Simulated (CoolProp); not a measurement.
Model: reference Helmholtz-energy equation of state, Fiedler 2023, in CoolProp.

**Question.** Give the vapour pressure (MPa), enthalpy of vaporisation (kJ/kg), liquid cp (kJ/(kg K)), vapour Z of saturated tetrahydrofuran at 101.15 °C.

**Answer.** 
```csv
T (°C),p (MPa),enthalpy of vaporisation (kJ/kg),liquid cp (kJ/(kg K)),vapour Z
101.15,0.281,389,2.04,0.940
```
